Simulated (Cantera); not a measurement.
Feed: 1 mol PbO, 1.9 mol CO, 1.7 mol N₂, held at 13.3 mbar.

These are equilibrium values from Cantera (NASA tables, ideal gas, pure condensed phases), not measurements of a reactor. Candidate condensed phases: C, Pb, PbO, PbO₂, Pb₃O₄; 27 gas species. Rates play no part.

What share of the Pb ends up in condensed phases as a function of T (°C), at 600, 650, 700, 750, 800, 850, 900, 950, 1000, 1050, 1100, 1150, 1200?


```json
[
 {"T (°C)": "600", "Pb condensed (%)": "100.0", "as": "Pb(l)"},
 {"T (°C)": "650", "Pb condensed (%)": "99.9", "as": "Pb(l)"},
 {"T (°C)": "700", "Pb condensed (%)": "99.8", "as": "Pb(l)"},
 {"T (°C)": "750", "Pb condensed (%)": "99.3", "as": "Pb(l)"},
 {"T (°C)": "800", "Pb condensed (%)": "98.0", "as": "Pb(l)"},
 {"T (°C)": "850", "Pb condensed (%)": "95.0", "as": "Pb(l)"},
 {"T (°C)": "900", "Pb condensed (%)": "88.2", "as": "Pb(l)"},
 {"T (°C)": "950", "Pb condensed (%)": "73.7", "as": "Pb(l)"},
 {"T (°C)": "1000", "Pb condensed (%)": "42.5", "as": "Pb(l)"},
 {"T (°C)": "1050", "Pb condensed (%)": "0.0", "as": "-"},
 {"T (°C)": "1100", "Pb condensed (%)": "0.0", "as": "-"},
 {"T (°C)": "1150", "Pb condensed (%)": "0.0", "as": "-"},
 {"T (°C)": "1200", "Pb condensed (%)": "0.0", "as": "-"}
]
```
